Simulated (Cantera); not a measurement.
Charge: 1 mol SiCl4, 50 mol N2, 10 mol H2, 21 mol NH3, equilibrated at 520 Pa.

Method: chemical equilibrium by Gibbs-energy minimisation in Cantera with the NASA 1993 tables (ideal gas, pure condensed phases). Candidate condensed phases: NH4Cl, Si, Si3N4; 28 gas species. Gases not in the tables: Si2H6 and higher silanes. Kinetics and transport are ignored.

Question: Which condensed phases are stable at each of these points (T (K)): 975, 1125, 1275, 1425, 1575, 1725, 1875, 2025?

Answer: 
| T (K) | condensed phases | Si condensed (%) |
|---|---|---|
| 975 | Si3N4(s) | 100.0 |
| 1125 | Si3N4(s) | 100.0 |
| 1275 | Si3N4(s) | 99.8 |
| 1425 | Si3N4(s) | 97.3 |
| 1575 | Si3N4(s) | 81.8 |
| 1725 | Si3N4(s) | 38.0 |
| 1875 | Si(l) | 20.0 |
| 2025 | gas only | 0.0 |

From 975 K to 1725 K the condensed part is Si3N4(s). At 1875 K the condensed part is Si(l). At 2025 K nothing is condensed.
